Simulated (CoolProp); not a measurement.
Properties of cyclopentane along the isotherm 550 K (Tc = 511.7 K, pc = 45.83 bar, ω = 0.202).

The numbers come from the reference Helmholtz-energy equation of state, Gedanitz 2015 in CoolProp.

```tsv
p (bar)	phase	cp (kJ/(kg K))	speed of sound (m/s)	Joule-Thomson coefficient (K/MPa)
30.6	gas	2.628	212.9	7.392
61.1	supercritical	4.321	154.0	9.684
91.7	supercritical	3.810	232.5	2.583
122	supercritical	3.244	333.8	1.006
153	supercritical	3.066	408.7	0.5193
183	supercritical	2.981	466.3	0.2931
214	supercritical	2.928	516.3	0.1546
244	supercritical	2.893	558.6	0.06560
275	supercritical	2.867	597.5	-0.0001681
306	supercritical	2.846	632.7	-0.04942
336	supercritical	2.831	664.1	-0.08665
367	supercritical	2.818	694.2	-0.1176
397	supercritical	2.808	721.4	-0.1421
428	supercritical	2.799	747.9	-0.1634
458	supercritical	2.791	772.1	-0.1809
```

The peak of cp marks the crossing from liquid-like to gas-like fluid above the critical point.
